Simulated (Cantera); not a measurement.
A perfectly stirred reactor is fed with CH4 : N2 = 1 : 180 (molar parts), at 20.0 Torr; it is held at 1523 K, and followed from long to short residence time.

Cantera simulation using GRI-Mech 3.0 (53 species, 325 reactions); the numbers are that mechanism's predictions, not measurements. GRI-Mech 3.0 stops at C3 and has no aromatics, soot or wall deposition, so with more carbon than oxygen in the feed, carbon stays in small species such as C2H2 where larger ones or solid carbon would form. Radical loss at walls, strong at low pressure, is not modelled.

Task: What does this change do: pressure from 20.0 Torr to 0.825 Torr?

Result: 
| quantity | before | after |
|---|---|---|
| x(CH4) at τ = 1.30 s | 0.00437 | 0.00552 |
| x(CH3) at τ = 1.30 s | 6.57e-5 | 8.17e-6 |
| x(C2H2) at τ = 1.30 s | 0.000433 | 5.67e-8 |
| x(CH2) at τ = 1.30 s | 3.25e-8 | 5.39e-10 |
| x(C2H) at τ = 1.30 s | 9.14e-10 | <1e-12 |
| x(CH4) at τ = 25.0 ms | 0.00552 | 0.00552 |
| x(CH3) at τ = 25.0 ms | 3.62e-6 | 1.39e-7 |
| x(C2H2) at τ = 25.0 ms | 1.38e-9 | <1e-12 |
| x(CH2) at τ = 25.0 ms | 1.20e-10 | <1e-12 |
| x(C2H) at τ = 25.0 ms | <1e-12 | <1e-12 |

Task: What does this change do: pressure from 20.0 Torr to 1.00 bar?

Result: 
```csv
quantity,before,after
x(CH4) at τ = 1.30 s,0.00437,0.00259
x(CH3) at τ = 1.30 s,6.57e-5,1.47e-5
x(C2H2) at τ = 1.30 s,0.000433,0.00142
x(CH2) at τ = 1.30 s,3.25e-8,3.35e-9
x(C2H) at τ = 1.30 s,9.14e-10,8.86e-10
x(CH4) at τ = 25.0 ms,0.00552,0.00524
x(CH3) at τ = 25.0 ms,3.62e-6,3.29e-5
x(C2H2) at τ = 25.0 ms,1.38e-9,4.16e-5
x(CH2) at τ = 25.0 ms,1.20e-10,7.51e-9
x(C2H) at τ = 25.0 ms,<1e-12,5.66e-11
```
